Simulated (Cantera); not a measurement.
## Equilibrium for silicon epitaxy and polysilicon growth: SiCl₄ + HCl + N₂

Input: 1 mol SiCl₄, 0.096 mol HCl, 3.7 mol N₂, at 527 °C and 6.40 mbar.

Equilibrium computed with Cantera from the NASA thermochemical tables; the gas is ideal and each condensed phase is pure. Candidate condensed phases: NH₄Cl, Si, Si₃N₄; 28 gas species. The numbers say what is thermodynamically allowed, not how fast it happens.

The x(N₂) is 0.771, the x(SiCl₄) is 0.209 and the x(HCl) is 0.0200. The gas amount is 4.796 mol and the log10 activity of Si(s) (absent) comes out as -18.38.
